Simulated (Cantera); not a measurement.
Feed: 1 mol Si3N4, 0.3 mol O2, 18 mol N2, 0.027 mol H2O, equilibrated at 1325 K and 16.0 Pa.

These are equilibrium values from Cantera (NASA tables, ideal gas, pure condensed phases), not measurements of a reactor. Candidate condensed phases: H2O, Si, SiO2, Si2N2O, Si3N4; 35 gas species. Mutual solubility and eutectic melting of coexisting phases are not modelled. The numbers say what is thermodynamically allowed, not how fast it happens.

Base state: N2 0.999, H2 0.00148 (mole fractions); condensed: Si2N2O(s) + Si3N4(s).

**Question.** What changes in the equilibrium state with this change: pressure from 16.0 Pa to 0.220 Pa?

**Answer.** 
```json
[
 {"species": "N2", "before": "0.999", "after": "0.996"},
 {"species": "SiO", "before": "7.83e-6", "after": "0.00238"},
 {"species": "H2", "before": "0.00148", "after": "0.00145"},
 {"species": "H", "before": "4.97e-6", "after": "4.21e-5"},
 {"species": "Si", "before": "1.93e-8", "after": "2.46e-5"},
 {"species": "Si2N2O(s), mol", "before": "0.627", "after": "0.583"},
 {"species": "Si3N4(s), mol", "before": "0.582", "after": "0.596"}
]
```
